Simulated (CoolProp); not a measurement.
Vapour-liquid equilibrium of carbon dioxide (1) + hydrogen sulfide (2) at 231.8 K; x and y are mole fractions of (1).

Values from CoolProp's multi-fluid Helmholtz-energy mixture model, Span 1996 and Lemmon 2006; pair parameters Kunz 2012.

**Question.** Give the bubble pressure and the first vapour's composition at x = 0.25, 0.65, 0.85. Is there an azeotrope?

**Answer.** x = 0.25: 0.6141 MPa, y = 0.668; x = 0.65: 0.8434 MPa, y = 0.828; x = 0.85: 0.9145 MPa, y = 0.904. No azeotrope shows between x = 0.05 and 0.95.

Pair parameters are fitted to limited data, so mixtures are less certain than the pure fluids.
